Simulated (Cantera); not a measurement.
Source: NASA polynomial tables (part measured, part estimated), evaluated in Cantera. Values are per mole of reaction as written; species without (g) are pure solids or liquids, kept so even where they would boil at 1 bar.

### Question
Between 300 and 1275 K, where is each reaction favourable under standard conditions?
- CaO + H(g) → OH(g) + Ca

### Answer
- CaO + H(g) → OH(g) + Ca: ΔG° is 434 kJ at 300 K and 370 kJ at 1275 K; it stays positive (K < 1). ΔH° is 456 kJ and ΔS° 67 J/K at 1275 K.
